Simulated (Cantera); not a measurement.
Input: 1 mol SiH₂Cl₂, 1.4 mol C₂H₄, 59 mol H₂, at 1.00 bar.

Cantera equilibrium calculation (NASA polynomials, part measured and part estimated; ideal gas, pure solids and liquids). Candidate condensed phases: C, C₆H₆, C₇H₈, C₈H₁₈, Si, SiC; 109 gas species. The numbers say what is thermodynamically allowed, not how fast it happens.

Q: At 1423 K, list the 4 most abundant gas species with their mole fractions, and the condensed phases.

A: H₂ 0.965, HCl 0.0314, CH₄ 0.00355, SiCl₂ 1.63e-5. Condensed: C(graphite) + SiC(s).
